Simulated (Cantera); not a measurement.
Input: 1 mol Ti, 0.3 mol CH₄, 3.9 mol H₂, held at 75.0 Pa.

Cantera equilibrium calculation (NASA polynomials, part measured and part estimated; ideal gas, pure solids and liquids). Candidate condensed phases: C, C₆H₆, C₇H₈, C₈H₁₈, Ti, TiC; 77 gas species. Mutual solubility and eutectic melting of coexisting phases are not modelled. TiC: taken at fixed stoichiometry. Condensed phases not in the tables: N, O or C dissolved in the metal. The numbers say what is thermodynamically allowed, not how fast it happens.

x: gas mole fraction; n: condensed amount in mol.

| T (K) | x H₂ | x H | x Ti | n Ti(α) | n TiC(s) | n Ti(β) | n Ti(l) |
|---|---|---|---|---|---|---|---|
| 1000 | 1.00 | 8.29e-8 | <1e-12 | 0.700 | 0.300 | 0 | 0 |
| 1100 | 1.000 | 9.44e-7 | 2.01e-12 | 0.700 | 0.300 | 0 | 0 |
| 1200 | 1.000 | 7.21e-6 | 1.39e-10 | 0 | 0.300 | 0.700 | 0 |
| 1300 | 1.000 | 4.04e-5 | 4.89e-9 | 0 | 0.300 | 0.700 | 0 |
| 1400 | 1.000 | 0.000178 | 1.03e-7 | 0 | 0.300 | 0.700 | 0 |
| 1500 | 0.999 | (withheld) | (withheld) | 0 | 0.300 | 0.700 | 0 |
| 1600 | 0.998 | 0.00198 | 1.43e-5 | 0 | 0.300 | 0.700 | 0 |
| 1700 | 0.995 | 0.00537 | 0.000108 | 0 | 0.300 | 0.700 | 0 |
| 1800 | 0.986 | 0.0130 | 0.000653 | 0 | 0.300 | 0.697 | 0 |
| 1900 | 0.968 | (withheld) | (withheld) | 0 | 0.300 | 0.685 | 0 |
| 2000 | 0.930 | 0.0572 | 0.0132 | 0 | 0.300 | 0 | 0.638 |
| 2100 | 0.849 | 0.105 | 0.0463 | 0 | 0.300 | 0 | 0.469 |
| 2200 | 0.704 | 0.173 | 0.123 | 0 | 0.300 | 0 | 0 |

### Question
What belongs in the gaps?

### Answer

- 1900, x H: 0.0285
- 1900, x Ti: 0.00323
- 1500, x H: 0.000643
- 1500, x Ti: 1.44e-6
